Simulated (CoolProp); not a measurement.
Model: reference Helmholtz-energy equation of state, Lemmon and Jacobsen 2000, in CoolProp.

Q: For R143a, give the phase and the viscosity (µPa s), conductivity (mW/(m K)) at 61.65 °C and 1.01 bar.

A: 
- 61.65 °C and 1.01 bar: gas; viscosity 12.5, conductivity 18.4

Viscosity comes from a separate model (Klein 1997), an estimate that may be off by 10 % or more. Thermal conductivity comes from a separate model (McLinden 2000), an estimate that may be off by 10 % or more.
